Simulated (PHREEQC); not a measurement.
Make-up at 25 °C: 0.041 mol CaCl2, 0.00053 mol Na2HPO4 and 0.0008 mol MgSO4 per kg of water. Closed to the air; pH follows from the charge balance.

Computed with PHREEQC (ion-association model, phreeqc.dat).

**Question.** The ionic strength comes out as 0.125 mol/kgw. What activity coefficients do HPO4-2, SO4-2, CaPO4-, H2PO4-, Mg+2 get?

**Answer.** HPO4-2 0.35, SO4-2 0.35, CaPO4- 0.77, H2PO4- 0.77, Mg+2 0.38.

This is a speciation only: nothing precipitates in the calculation. Examples of supersaturated solids here: Hydroxyapatite. Others may be too.
